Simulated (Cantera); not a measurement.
## Low-pressure radical oxidation in H2/O2

An isothermal, constant-pressure homogeneous reactor starts with H2 : O2 : N2 = 0.099 : 1 : 1.6 (molar parts), equivalence ratio 0.050, at 1250 K and 1.20 Torr.

Cantera simulation using the H2/O2 subset of GRI-Mech 3.0, which has no nitrogen chemistry; the numbers are that mechanism's predictions, not measurements. Radical loss at walls, strong at low pressure, is not modelled. The temperature is held fixed by assumption; the heat of reaction is taken as removed at once.

```
t (s)         x H2   x O2     x HO2      x OH     x H2O
--------  --------  -----  --------  --------  --------
1.00e-5     0.0367  0.371  3.71e-11    <1e-12    <1e-12
5.24e-5     0.0367  0.371  1.95e-10  6.54e-12    <1e-12
0.000275    0.0367  0.371   1.02e-9  1.53e-10  2.15e-11
0.00144     0.0367  0.371   5.35e-9   2.59e-9   2.04e-9
0.00756     0.0367  0.371   2.81e-8   1.69e-7   4.04e-7
0.0397     0.00169  0.345   1.76e-7   0.00320    0.0289
0.208     0.000951  0.343   1.66e-7   0.00261    0.0305
1.09      0.000846  0.345   1.63e-7   0.00247    0.0315
5.72      0.000461  0.352   1.44e-7   0.00184    0.0345
30.0       5.82e-5  0.358   6.21e-8  0.000659    0.0369
```
x: mole fraction; the columns are a selection and need not sum to one.

Equilibrium at this temperature and pressure: H2 5.41e-8, O2 0.359, HO2 4.18e-9, OH 2.01e-5, H2O 0.0374 (gas phase only).
